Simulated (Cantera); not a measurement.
A Cantera script and what it prints.

```python
import numpy as np
import cantera as ct

gas_names = """
    CL CL2 N N2 Si SiCL SiCL2 SiCL3 SiCL4 SiN Si2 Si2N Si3
""".split()
cond_names = """
    Si(cr) Si(L) Si3N4(a)
""".split()


# ... load() reads the species with a 1 bar reference pressure and builds the phases ...
atoms = {
    'Si2Cl6': {'Si': 2, 'CL': 6},
    'Cl2': {'CL': 2},
    'N2': {'N': 2},
}
top_T = {'Si3N4(a)': 2400}  # K; cautious upper limits of use, not melting points


# ... equilibrate(T, P, feed) seeds the gas with the atoms and calls Mixture.equilibrate('TP', solver="vcs", rtol=1e-11, max_steps=5000) ...
results = []
feed = {'Si2Cl6': 1, 'Cl2': 0.0078, 'N2': 37}  # mol
P = 5300  # Pa
for T in [948, 1023, 1098, 1173, 1248, 1323, 1398, 1473, 1548]:
    mix = equilibrate(T, P, feed)
    results.append((T, P, feed, dict(zip(mix.species_names, mix.species_moles))))
    x = sorted(zip(gas.X, gas.species_names), reverse=True)
    print(f"T = {T:g} K  P = {P:g} Pa  gas = {mix.phase_moles(0):.4g} mol")
    print("   x: " + "  ".join(f"{s} {v:.3e}" for v, s in x if v > 1e-05))
    print("   condensed (mol): " + ("  ".join(f"{mix.phase(i).name} {mix.phase_moles(i):.4g}"
          for i in range(1, mix.n_phases) if mix.phase_moles(i) > 1e-12) or "none"))
```

It prints:

```
T = 948 K  P = 5300 Pa  gas = 38.17 mol
   x: N2 9.606e-01  SiCL4 3.939e-02
   condensed (mol): Si3N4(a) 0.1653
T = 1023 K  P = 5300 Pa  gas = 38.17 mol
   x: N2 9.606e-01  SiCL4 3.936e-02  SiCL3 4.305e-05
   condensed (mol): Si3N4(a) 0.1652
T = 1098 K  P = 5300 Pa  gas = 38.18 mol
   x: N2 9.606e-01  SiCL4 3.927e-02  SiCL3 1.630e-04
   condensed (mol): Si3N4(a) 0.1648
T = 1173 K  P = 5300 Pa  gas = 38.18 mol
   x: N2 9.605e-01  SiCL4 3.896e-02  SiCL3 5.168e-04  SiCL2 6.757e-05
   condensed (mol): Si3N4(a) 0.1633
T = 1248 K  P = 5300 Pa  gas = 38.21 mol
   x: N2 9.601e-01  SiCL4 3.812e-02  SiCL3 1.406e-03  SiCL2 3.742e-04
   condensed (mol): Si3N4(a) 0.1585
T = 1323 K  P = 5300 Pa  gas = 38.28 mol
   x: N2 9.590e-01  SiCL4 3.597e-02  SiCL3 3.310e-03  SiCL2 1.666e-03
   condensed (mol): Si3N4(a) 0.1442
T = 1398 K  P = 5300 Pa  gas = 38.47 mol
   x: N2 9.562e-01  SiCL4 3.112e-02  SiCL3 6.615e-03  SiCL2 6.006e-03  CL 1.605e-05
   condensed (mol): Si3N4(a) 0.1057
T = 1473 K  P = 5300 Pa  gas = 38.9 mol
   x: N2 9.501e-01  SiCL4 2.222e-02  SiCL2 1.708e-02  SiCL3 1.053e-02  CL 4.012e-05
   condensed (mol): Si3N4(a) 0.02064
T = 1548 K  P = 5300 Pa  gas = 39.01 mol
   x: N2 9.486e-01  SiCL4 1.986e-02  SiCL2 1.961e-02  SiCL3 1.180e-02  CL 1.511e-04
   condensed (mol): none
```

Method: chemical equilibrium by Gibbs-energy minimisation in Cantera with the NASA 1993 tables (ideal gas, pure condensed phases). The feed counts by its element totals alone. N2 is the only nitrogen source here; it is nearly inert below about 1500 K, so the nitride shown seldom forms there in practice. The tables' values for SiCl3 are old estimates; treat these amounts as uncertain.
